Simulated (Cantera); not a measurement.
Cantera run:

```python
import numpy as np
import cantera as ct

gas_names = """
    CL CL2 H HCL H2 Si SiCL SiCL2 SiCL3 SiCL4 SiH SiHCL3 SiH2 SiH2CL2 SiH3 SiH3CL SiH4 Si2 Si3
""".split()
cond_names = """
    Si(cr) Si(L)
""".split()


# ... load() reads the species with a 1 bar reference pressure and builds the phases ...
atoms = {
    'Si2Cl6': {'Si': 2, 'CL': 6},
    'H2': {'H': 2},
}
top_T = {}  # K; cautious upper limits of use, not melting points


# ... equilibrate(T, P, feed) seeds the gas with the atoms and calls Mixture.equilibrate('TP', solver="gibbs", rtol=1e-10, max_steps=50000) ...
results = []
feed = {'Si2Cl6': 1, 'H2': 54}  # mol
P = 49000  # Pa
for T in [1123, 1173, 1223, 1273, 1323, 1373, 1423, 1473, 1523, 1573, 1623, 1673, 1723, 1773]:
    mix = equilibrate(T, P, feed)
    results.append((T, P, feed, dict(zip(mix.species_names, mix.species_moles))))

top = {s: max(r[3][s] / sum(r[3][g] for g in gas_names) for r in results) for s in gas_names}
cols = sorted((s for s in top if top[s] > 1e-06), key=lambda s: -top[s])[:7]
seen = [c for c in cond_names if any(r[3].get(c, 0) > 1e-12 for r in results)]
print("log10 of partial pressures in bar; condensed amounts in mol")
print(f"{'T/K':>10s}" + "".join(f"{s[:9]:>10s}" for s in cols + seen))
for T, P, feed, n in results:
    ng = sum(n[g] for g in gas_names)
    print(f"{T:10.4g}" + "".join(f"{np.log10(max(n[s] / ng * P / 1e5, 1e-99)):10.3f}" for s in cols)
          + "".join(f"{n.get(c, 0):10.4g}" for c in seen))
```

Output:

```
log10 of partial pressures in bar; condensed amounts in mol
       T/K        H2       HCL     SiCL2     SiCL4    SiHCL3     SiCL3   SiH2CL2    Si(cr)     Si(L)
      1123    -0.330    -1.982    -3.310    -2.209    -2.322    -3.306    -3.348    0.5922         0
      1173    -0.333    -1.860    -3.031    -2.271    -2.376    -3.148    -3.374    0.6746         0
      1223    -0.336    -1.757    -2.791    -2.359    -2.449    -3.026    -3.414    0.7565         0
      1273    -0.339    -1.671    -2.591    -2.480    -2.546    -2.944    -3.471    0.8297         0
      1323    -0.342    -1.605    -2.431    -2.640    -2.672    -2.904    -3.547    0.8873         0
      1373    -0.344    -1.556    -2.309    -2.842    -2.828    -2.908    -3.645    0.9264         0
      1423    -0.346    -1.524    -2.223    -3.081    -3.012    -2.950    -3.761    0.9482         0
      1473    -0.347    -1.504    -2.164    -3.345    -3.215    -3.022    -3.890    0.9567         0
      1523    -0.348    -1.494    -2.125    -3.623    -3.427    -3.111    -4.025    0.9566         0
      1573    -0.348    -1.488    -2.098    -3.901    -3.639    -3.210    -4.160    0.9511         0
      1623    -0.349    -1.486    -2.079    -4.174    -3.847    -3.311    -4.292    0.9428         0
      1673    -0.349    -1.485    -2.065    -4.438    -4.047    -3.411    -4.420    0.9329         0
      1723    -0.349    -1.478    -2.068    -4.688    -4.245    -3.515    -4.557         0    0.9559
      1773    -0.350    -1.468    -2.080    -4.926    -4.437    -3.618    -4.694         0    0.9936
```

Cantera equilibrium calculation (NASA polynomials, part measured and part estimated; ideal gas, pure solids and liquids). The feed counts by its element totals alone. The tables' values for SiCl3, SiCl are old estimates; treat these amounts as uncertain. Gases not in the tables: Si2H6 and higher silanes.
